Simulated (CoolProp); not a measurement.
A single-stage vapour-compression cycle with the fluid: evaporating at 314.15 K (dew point), condensing at 335.15 K (bubble point), superheat 0 K, subcooling 0 K, compressor efficiency 0.9, no pressure losses. The same conditions are run with several fluids, on thermodynamics alone (safety and materials aside).

The numbers come from the reference Helmholtz-energy equation of state of each fluid (n-hexane: Thol 2019; isobutene: Lemmon 2005; R236EA: Rui 2013; isobutane: Bücker 2006; propylene: Lemmon 2013; R365MFC: Lemmon 2016) in CoolProp.

```tsv
fluid	cooling COP	pressure ratio	discharge temperature (K)	refrigerating effect (kJ/kg)	volumetric capacity (kJ/m³)
n-hexane	12.4	2.11	335.1	305	400
isobutene	11.9	1.70	335.2	287	3380
R236EA	11.7	1.83	335.1	119	2700
isobutane	11.7	1.67	335.2	255	3580
propylene	10.5	1.56	340.7	237	8660
R365MFC	12.2	2.00	335.1	158	978
```

The compression ends wet for: n-hexane; isobutene; R236EA; isobutane; R365MFC.
